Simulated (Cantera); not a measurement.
What does this Cantera script print?

```python
import numpy as np
import cantera as ct

gas = ct.Solution("gri30.yaml")


def delay(T, t_max=10):
    gas.TPX = T, 100000, {'CO': 1, 'H2': 0.063, 'O2': 0.253, 'N2': 0.952, 'CO2': 0.076}
    reactor = ct.IdealGasReactor(gas, clone=False)
    net = ct.ReactorNet([reactor])
    net.rtol, net.atol = 1e-8, 1e-16
    while net.time < t_max:
        t_old, T_old = net.time, reactor.T
        net.step()
        if reactor.T > T + 400:  # ignition: a rise of 400 K
            return t_old + (T + 400 - T_old) / (reactor.T - T_old) * (net.time - t_old)
    return np.nan


taus = []
for T in [1100, 1150, 1200, 1250, 1300, 1350, 1400]:
    taus.append(delay(T))
    print(f"T0 = {T:6g} K   tau = {taus[-1]:.4e} s")
```

Output:

```
T0 =   1100 K   tau = 2.1737e-04 s
T0 =   1150 K   tau = 1.5527e-04 s
T0 =   1200 K   tau = 1.1961e-04 s
T0 =   1250 K   tau = 9.7037e-05 s
T0 =   1300 K   tau = 8.1858e-05 s
T0 =   1350 K   tau = 7.1258e-05 s
T0 =   1400 K   tau = 6.3705e-05 s
```

Computed with Cantera and GRI-Mech 3.0 (53 species, 325 reactions). Where the delays flatten at high temperature, the 400 K rule measures the pace of heat release, not the induction time.
